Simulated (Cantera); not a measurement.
Feed: 1 mol Fe2O3, 700 mol H2, 18 mol N2, equilibrated at 1648 K.

Equilibrium computed with Cantera from the NASA thermochemical tables; the gas is ideal and each condensed phase is pure. Candidate condensed phases: Fe, FeO, Fe(OH)2, Fe(OH)3, Fe2O3, Fe3O4, H2O; 27 gas species. Rates play no part.

Problem. What share of the Fe ends up in condensed phases as a function of P (Pa), at 10, 42, 180, 750, 3200, 13000, 56000, 240000, 1000000?

Solution. 
```csv
P (Pa),Fe condensed (%),as
10,0.0,-
42,0.0,-
180,47.8,Fe(γ)
750,87.5,Fe(γ)
3200,97.1,Fe(γ)
13000,99.3,Fe(γ)
56000,99.8,Fe(γ)
240000,100.0,Fe(γ)
1000000,100.0,Fe(γ)
```
